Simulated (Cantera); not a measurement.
A closed system holds: 1 mol Fe₃O₄, 0.37 mol CH₄, 0.063 mol CO, 1.1 mol C, equilibrated at 19.0 Pa.

Points: T (K) = 1623, 1648, 1673, 1698, 1723, 1748, 1773, 1798, 1823.

Cantera's Mixture.equilibrate('TP', solver="vcs", rtol=1e-11, max_steps=5000) on the NASA tables stopped like this:

```
H2O 9.716e-02  CO2 7.495e-02  Fe 4.803e-02  H 6.042e-03
   condensed (mol): Fe(d) 0.7677  FeO(L) 2.117
T = 1748 K  P = 19 Pa  gas = 2.458 mol
   x: CO 5.529e-01  H2 2.032e-01  H2O 9.398e-02  Fe 7.111e-02  CO2 7.078e-02  H 7.472e-03
   condensed (mol): Fe(d) 0.7007  FeO(L) 2.124
T = 1773 K  P = 19 Pa  gas = 2.552 mol
   x: CO 5.346e-01  H2 1.955e-01  Fe 1.041e-01  H2O 8.975e-02  CO2 6.610e-02  H 9.126e-03
   condensed (mol): Fe(d) 0.6029  FeO(L) 2.13
T = 1798 K  P = 19 Pa  gas = 2.697 mol
   x: CO 5.078e-01  H2 1.846e-01  Fe 1.506e-01  H2O 8.412e-02  CO2 6.069e-02  H 1.098e-02
   condensed (mol): Fe(d) 0.4552  FeO(L) 2.136
ERROR: FAILURE its = 5001!

*******************************************************************************
CanteraError thrown by MultiPhase::equilibrate:
VCS solver failed. Return code: -1
*******************************************************************************
```

**Question.** What got this run through?

**Answer.** This is not unique; one that fits is The failure is numerical, not chemical. The same input converged with solver="gibbs", rtol=1e-10, max_steps=50000, and the result passed a check of the equilibrium conditions:
```
T = 1623 K  P = 19 Pa  gas = 2.296 mol
   x: CO 5.804e-01  H2 2.190e-01  H2O 1.021e-01  CO2 8.730e-02  Fe 8.800e-03  H 2.346e-03
   condensed (mol): Fe(c) 0.8848  FeO(s) 2.095
T = 1648 K  P = 19 Pa  gas = 2.308 mol
   x: CO 5.783e-01  H2 2.162e-01  H2O 1.028e-01  CO2 8.580e-02  Fe 1.373e-02  H 3.004e-03
   condensed (mol): Fe(c) 0.8738  FeO(s) 2.094
T = 1673 K  P = 19 Pa  gas = 2.327 mol
   x: CO 5.764e-01  H2 2.146e-01  H2O 1.014e-01  CO2 8.239e-02  Fe 2.112e-02  H 3.827e-03
   condensed (mol): Fe(d) 0.8488  FeO(L) 2.102
T = 1698 K  P = 19 Pa  gas = 2.355 mol
   x: CO 5.723e-01  H2 2.122e-01  H2O 9.958e-02  CO2 7.877e-02  Fe 3.205e-02  H 4.833e-03
   condensed (mol): Fe(d) 0.8148  FeO(L) 2.109
T = 1723 K  P = 19 Pa  gas = 2.396 mol
   x: CO 5.649e-01  H2 2.086e-01  H2O 9.716e-02  CO2 7.495e-02  Fe 4.803e-02  H 6.042e-03
   condensed (mol): Fe(d) 0.7677  FeO(L) 2.117
T = 1748 K  P = 19 Pa  gas = 2.458 mol
   x: CO 5.529e-01  H2 2.032e-01  H2O 9.398e-02  Fe 7.111e-02  CO2 7.078e-02  H 7.472e-03
   condensed (mol): Fe(d) 0.7007  FeO(L) 2.124
T = 1773 K  P = 19 Pa  gas = 2.552 mol
   x: CO 5.346e-01  H2 1.955e-01  Fe 1.041e-01  H2O 8.975e-02  CO2 6.610e-02  H 9.126e-03
   condensed (mol): Fe(d) 0.6029  FeO(L) 2.13
T = 1798 K  P = 19 Pa  gas = 2.697 mol
   x: CO 5.078e-01  H2 1.846e-01  Fe 1.506e-01  H2O 8.412e-02  CO2 6.069e-02  H 1.098e-02
   condensed (mol): Fe(d) 0.4552  FeO(L) 2.136
T = 1823 K  P = 19 Pa  gas = 2.922 mol
   x: CO 4.699e-01  Fe 2.142e-01  H2 1.694e-01  H2O 7.715e-02  CO2 5.472e-02  H 1.294e-02  FeO 1.219e-03
   condensed (mol): Fe(L) 0.2306  FeO(L) 2.14
```

The gas is ideal and each condensed phase is pure. Each liquid is taken as pure. Mutual solubility and eutectic melting of coexisting phases are not modelled. The tables' stoichiometric FeO is somewhat more stable than real wüstite, so its field is too wide. FeO: taken at fixed stoichiometry.
